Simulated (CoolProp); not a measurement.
The numbers come from the reference Helmholtz-energy equation of state, Thol 2016 in CoolProp.

Give the vapour pressure (bar), enthalpy of vaporisation (kJ/kg), vapour viscosity (µPa s) of saturated R1234ze(E) at 278.6, 309 K.


```tsv
T (K)	p (bar)	enthalpy of vaporisation (kJ/kg)	vapour viscosity (µPa s)
278.6	2.63	181	11.5
309	6.84	158	13.0
```

Viscosity comes from a separate model (Bell 2016), an estimate that may be off by 10 % or more.
